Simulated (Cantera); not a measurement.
## Ignition delay

Mixture: H2 : O2 : N2 = 1 : 1 : 3.76 (molar parts), equivalence ratio 0.50, at 14.0 bar, adiabatic and at constant pressure. Ignition delay is the time to a rise of 400 K.

Cantera simulation using GRI-Mech 3.0 (53 species, 325 reactions); the numbers are that mechanism's predictions, not measurements. The hydrogen kinetics of GRI-Mech 3.0 are dated; newer H2 mechanisms differ, most at raised pressure. The pressure lies above the range GRI-Mech 3.0 was tuned for (to about 10 atm). Where the delays flatten at high temperature, the 400 K rule measures the pace of heat release, not the induction time.

```tsv
T0 (K)	delay (ms)
1125	0.687
1225	0.0661
1325	0.00435
1425	0.00181
1525	0.00112
1625	0.000809
1725	0.000636
1825	0.000535
1925	0.000475
```
